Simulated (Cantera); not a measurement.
An isothermal, constant-pressure homogeneous reactor starts with 50.8 % NO, 48.3 % N2, 0.864 % H2O, at 1998 K and 0.0138 atm.

Cantera simulation using GRI-Mech 3.0 (53 species, 325 reactions); the numbers are that mechanism's predictions, not measurements. Radical loss at walls, strong at low pressure, is not modelled.

One state of this run: x NO = 0.503; x O2 = 0.00248; x N2O = 3.18e-5; x O = 0.000318; x NO2 = 1.06e-5; x N2 = 0.485. x: mole fraction; the columns are a selection and need not sum to one.

Problem. Which value of t (s) does it belong to?
A. 0.109
B. 0.00891
C. 0.575
D. 0.250

Solution. D, 0.250
